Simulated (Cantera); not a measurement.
**Premixed flame**

A freely propagating, adiabatic, planar premixed flame of 37.2 % H₂, 16.9 % O₂, 45.8 % N₂, equivalence ratio 1.1, unburnt at 650 K and 230000 Pa; mixture-averaged transport, grid criteria slope 0.08 and curve 0.16, no radiation.

Model: the H2/O2 subset of GRI-Mech 3.0, which has no nitrogen chemistry, integrated in Cantera. The hydrogen kinetics of GRI-Mech 3.0 are dated; newer H2 mechanisms differ, most at raised pressure. Burning velocities carry a grid error of a few per cent, more on coarse grids.

| z (mm) | T (K) | u (m/s) | x H₂ | x O₂ | x H | x H₂O₂ | x HO₂ | x OH |
|---|---|---|---|---|---|---|---|---|
| -0.449 | 650 | 12.2 | 0.372 | 0.169 | <1e-8 | <1e-8 | <1e-8 | <1e-8 |
| -0.300 | 650 | 12.2 | 0.372 | 0.169 | <1e-8 | <1e-8 | <1e-8 | <1e-8 |
| -0.225 | 650 | 12.2 | 0.372 | 0.169 | <1e-8 | <1e-8 | <1e-8 | <1e-8 |
| -0.150 | 650 | 12.2 | 0.372 | 0.169 | 3.16e-8 | <1e-8 | 4.68e-7 | <1e-8 |
| -0.0749 | 664 | 12.4 | 0.369 | 0.170 | 0.000150 | 2.73e-6 | 0.000316 | 4.32e-5 |
| -0.0375 | 884 | 16.1 | 0.334 | 0.166 | 0.00701 | 2.58e-5 | 0.000442 | 0.00123 |
| 0 | 1388 | 24.2 | 0.210 | 0.119 | 0.0464 | 1.03e-5 | 0.000202 | 0.00633 |
| 0.0375 | 1751 | 30.1 | 0.104 | 0.0505 | 0.0745 | 3.59e-6 | 7.88e-5 | 0.0168 |
| 0.0749 | 1926 | 32.8 | 0.0807 | 0.0303 | 0.0716 | 2.13e-6 | 4.18e-5 | 0.0226 |
| 0.150 | 2113 | 35.6 | 0.0772 | 0.0234 | 0.0577 | 1.24e-6 | 2.62e-5 | 0.0265 |
| 0.300 | 2305 | 38.3 | 0.0753 | 0.0191 | 0.0426 | 8.12e-7 | 1.68e-5 | 0.0282 |
| 0.599 | 2489 | 40.7 | 0.0709 | 0.0148 | 0.0296 | 6.26e-7 | 1.07e-5 | 0.0277 |
| 1.20 | 2645 | 42.7 | 0.0651 | 0.0110 | 0.0200 | 5.68e-7 | 7.40e-6 | 0.0254 |
x: mole fraction of selected species; z is measured from the peak of heat release.

```yaml
laminar_burning_velocity: 1220 cm/s
thermal_thickness: 0.150 mm
peak x(H): 0.0752
peak x(H₂O₂): 2.62e-5
peak x(HO₂): 0.000588
peak x(OH): 0.0282
```
